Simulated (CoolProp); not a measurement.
Computed with CoolProp (reference Helmholtz-energy equation of state, Lemmon 2006). It is a short technical equation, of lower accuracy than the large ones.

Question: For C2F6 (R116), give the phase and the cp (kJ/(kg K)), speed of sound (m/s), conductivity (mW/(m K)) at 315.3 K and 1.37 bar; 315.3 K and 2.32 bar; 315.3 K and 18.8 bar.

Answer: 
- 315.3 K and 1.37 bar: gas; cp 0.803, speed of sound 142, conductivity 16.1
- 315.3 K and 2.32 bar: gas; cp 0.807, speed of sound 141, conductivity 16.2
- 315.3 K and 18.8 bar: gas; cp 0.917, speed of sound 122, conductivity 17.3

Thermal conductivity comes from a separate model (Huber 2003), an estimate that may be off by 10 % or more.
